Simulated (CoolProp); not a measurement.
The numbers come from the reference Helmholtz-energy equation of state, Lemmon 2013 in CoolProp.

Q: For propylene, give the phase and the Z, viscosity (µPa s) at 80.55 °C and 5.48 MPa; 88.95 °C and 5.48 MPa.

A: 
- 80.55 °C and 5.48 MPa: liquid; Z 0.196, viscosity 57.5
- 88.95 °C and 5.48 MPa: liquid; Z 0.209, viscosity 49.6

Viscosity comes from a separate model (Huber 2003), an estimate that may be off by 10 % or more.
